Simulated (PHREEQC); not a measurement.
Make-up at 25 °C: 0.043 mol NaOH, 0.00022 mol H4SiO4 and 7.5e-05 mol K2CO3 per kg of water. Closed to the air; pH follows from the charge balance.

Model: Pitzer model, pitzer.dat, run in PHREEQC.

Precipitation was switched off in this run.

Question: Estimate the pH, specific conductance.

Answer: pH 12.54; specific conductance 9320 µS/cm.

Question: In which forms is Si present?

Answer: H3SiO4- 68 %, H2SiO4-2 32 % of the Si.

Complexes and solids missing from the database can't appear.
